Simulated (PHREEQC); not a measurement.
Solution (65 °C): 0.13 mol FeCl3, 0.0068 mol CuCl2, 0.003 mol NaH2PO4 and 0.0028 mol Na2SO4 per kg of water. Closed to the air; pH follows from the charge balance.

All values are PHREEQC results (ion-association model, wateq4f.dat), not measurements.

No solid was allowed to form.

Task: Predict the pH, activity of water.

Result: pH 1.70; activity of water 0.992.

Task: In which forms is Cl present?

Result: Cl- 76 %, FeCl+2 20 %, FeCl2+ 3.0 %, CuCl+ 0.8 % of the Cl.

Saturation is exceeded, for instance for Strengite, Hematite (slow to form); the values hold only as long as no solid forms. H3PO4, which wateq4f.dat lacks, is added to it with the constant of phreeqc.dat. At this temperature some constants are extrapolated from 25 °C, and those without enthalpy data are left unchanged. The database has no phosphate complexes of Cu.
